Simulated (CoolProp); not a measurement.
Saturation properties of ethanol (Tc = 241.6 °C, pc = 6.268 MPa, ω = 0.644).

Values from CoolProp's reference Helmholtz-energy equation of state, Schroeder 2014.

| T (°C) | p (MPa) | liquid density (kg/m³) | vapour density (kg/m³) | liquid cp (kJ/(kg K)) | surface tension (mN/m) | vapour viscosity (µPa s) |
|---|---|---|---|---|---|---|
| 130.25 | 0.5775 | 677.7 | 8.818 | 3.562 | 11.6 | 11.9 |
| 133.95 | 0.6410 | 672.7 | 9.774 | 3.613 | 11.2 | 12.0 |
| 137.55 | 0.7079 | 667.7 | 10.78 | 3.662 | 10.8 | 12.1 |
| 141.25 | 0.7823 | 662.4 | 11.91 | 3.713 | 10.5 | 12.3 |
| 144.95 | 0.8627 | 657.0 | 13.14 | 3.764 | 10.1 | 12.4 |
| 148.65 | 0.9493 | 651.5 | 14.46 | 3.814 | 9.73 | 12.5 |
| 152.35 | 1.043 | 645.8 | 15.90 | 3.865 | 9.36 | 12.6 |
| 156.05 | 1.143 | 639.9 | 17.46 | 3.915 | 8.99 | 12.7 |
| 159.75 | 1.250 | 633.9 | 19.15 | 3.964 | 8.61 | 12.9 |
| 163.45 | 1.365 | 627.6 | 20.97 | 4.014 | 8.24 | 13.0 |
| 167.15 | 1.488 | 621.3 | 22.94 | 4.064 | 7.86 | 13.1 |
| 170.75 | 1.615 | 614.9 | 25.01 | 4.113 | 7.49 | 13.3 |
| 174.45 | 1.755 | 608.1 | 27.31 | 4.165 | 7.12 | 13.4 |

It boils at 78.4 °C under 1 atm.

Viscosity comes from a separate model (Kiselev 2005). Surface tension comes from a separate correlation (Mulero 2012).
